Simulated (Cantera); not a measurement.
What does this Cantera script print?

```python
import numpy as np
import cantera as ct

gas_names = """
    F H HF HCL CL2
""".split()
cond_names = """

""".split()


# ... load() reads the species with a 1 bar reference pressure and builds the phases ...
species = {s.name: s for s in load("nasa_gas.yaml", gas_names) + load("nasa_condensed.yaml", cond_names)}
# Each term lists the table entries of one substance; the one whose range holds T is used.
reactions = {
    'F(g) + H(g) = HF(g)':
        [(-1, ['F']), (-1, ['H']), (1, ['HF'])],
    '2 F(g) + 2 HCl(g) = Cl2(g) + 2 HF(g)':
        [(-2, ['F']), (-2, ['HCL']), (1, ['CL2']), (2, ['HF'])],
}


def pick(names, T):
    return next(species[n] for n in names if species[n].thermo.min_temp <= T <= species[n].thermo.max_temp)


results = []
for label, terms in reactions.items():
    print(label)
    print("     T/K   dH/kJ  dS/(J/K)   dG/kJ   log10 K")
    for T in [2048, 2148, 2248, 2348, 2448, 2548, 2648, 2748, 2848]:
        used = [(nu, pick(names, T)) for nu, names in terms]
        dH = sum(nu * s.thermo.h(T) for nu, s in used) / 1e6
        dS = sum(nu * s.thermo.s(T) for nu, s in used) / 1e3
        dG = dH - T * dS / 1e3
        logK = -dG * 1e6 / (ct.gas_constant * T * np.log(10))
        results.append((label, T, dH, dS, dG, logK, [s.name for _, s in used]))
        print(f"{T:8g} {dH:8.1f} {dS:8.1f} {dG:8.1f} {logK:8.2f}")
```

It prints:

```
F(g) + H(g) = HF(g)
     T/K   dH/kJ  dS/(J/K)   dG/kJ   log10 K
    2048   -589.2   -123.0   -337.3     8.60
    2148   -590.0   -123.3   -325.0     7.90
    2248   -590.7   -123.7   -312.6     7.26
    2348   -591.4   -124.0   -300.3     6.68
    2448   -592.0   -124.2   -287.9     6.14
    2548   -592.6   -124.5   -275.4     5.65
    2648   -593.3   -124.7   -263.0     5.19
    2748   -593.9   -125.0   -250.5     4.76
    2848   -594.4   -125.2   -238.0     4.36
2 F(g) + 2 HCl(g) = Cl2(g) + 2 HF(g)
     T/K   dH/kJ  dS/(J/K)   dG/kJ   log10 K
    2048   -533.2   -136.8   -253.0     6.45
    2148   -533.8   -137.1   -239.4     5.82
    2248   -534.4   -137.3   -225.6     5.24
    2348   -534.9   -137.6   -211.9     4.71
    2448   -535.4   -137.8   -198.1     4.23
    2548   -535.9   -138.0   -184.3     3.78
    2648   -536.3   -138.1   -170.5     3.36
    2748   -536.7   -138.3   -156.7     2.98
    2848   -537.0   -138.4   -142.9     2.62
```

Cantera with NASA thermochemical tables; ideal gases at 1 bar, condensed phases pure. Condensed species are held in their standard states even where they would react or evaporate.
